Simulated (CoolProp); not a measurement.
Vapour-liquid equilibrium of octamethyltrisiloxane (MDM) (1) + octamethylcyclotetrasiloxane (D4) (2) at 0.552 MPa; x and y are mole fractions of (1).

Computed with CoolProp (multi-fluid Helmholtz-energy mixture model, Thol 2017 and Thol 2015; pair parameters Bell 2016).

Problem. Give the bubble temperature and the first vapour's composition at x = 0.05, 0.35, 0.95. Is there an azeotrope?

Solution. x = 0.05: 528.9 K, y = 0.067; x = 0.35: 520.6 K, y = 0.419; x = 0.95: 506.3 K, y = 0.963. No azeotrope shows between x = 0.05 and 0.95.

The pair parameters rest on a limited set of measurements; away from them the model extrapolates.
